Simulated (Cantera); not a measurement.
Charge: 1 mol Al, 4.1 mol HCl, equilibrated at 200 °C and 0.100 bar.

Cantera equilibrium calculation (NASA polynomials, part measured and part estimated; ideal gas, pure solids and liquids). Candidate condensed phases: Al, AlCl3; 12 gas species. The numbers say what is thermodynamically allowed, not how fast it happens.

Base state: H2 0.484, HCl 0.355, Al2Cl6 0.161, AlCl3 0.00126 (mole fractions); condensed: gas only.

Q: What changes in the equilibrium state with this change: pressure from 0.100 bar to 1.00 bar?

A: 
```
species   before     after
-------  -------  --------
H2         0.484     0.484
HCl        0.355     0.355
Al2Cl6     0.161     0.161
AlCl3    0.00126  0.000398
```

Q: What changes in the equilibrium state with this change: temperature from 200 °C to 302 °C?

A: 
| species | before | after |
|---|---|---|
| H2 | 0.484 | 0.479 |
| HCl | 0.355 | 0.351 |
| Al2Cl6 | 0.161 | 0.150 |
| AlCl3 | 0.00126 | 0.0194 |
